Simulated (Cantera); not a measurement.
Mixture: CH3OH : O2 : N2 = 1 : 2.73 : 8.45 (molar parts), at 1000000 Pa, adiabatic and at constant pressure. Ignition delay is the time to a rise of 400 K.

Computed with Cantera and GRI-Mech 3.0 (53 species, 325 reactions). GRI-Mech 3.0 was tuned for natural gas; its chemistry of methanol as a main component is partial and can be far from experiment.

Question: What does this change do: 0.21 parts H2O added?

Answer: 
```
quantity                                                before       after
--------------------------------------------------  ----------  ----------
delay at 1175 K                                        2.49 ms     2.41 ms
delay at 1375 K                                       0.133 ms    0.127 ms
delay at 1575 K                                        18.4 µs     17.3 µs
delay at 1775 K                                        4.53 µs     4.20 µs
delay at 1975 K                                        1.54 µs     1.43 µs
apparent activation energy between 1875 and 2075 K  150 kJ/mol  150 kJ/mol
```

Question: What does this change do: N2 8.45 to 13 parts?

Answer: 
| quantity | before | after |
|---|---|---|
| delay at 1175 K | 2.49 ms | 2.78 ms |
| delay at 1375 K | 0.133 ms | 0.153 ms |
| delay at 1575 K | 18.4 µs | 22.4 µs |
| delay at 1775 K | 4.53 µs | 5.95 µs |
| delay at 1975 K | 1.54 µs | 2.44 µs |
| apparent activation energy between 1875 and 2075 K | 150 kJ/mol | 110 kJ/mol |
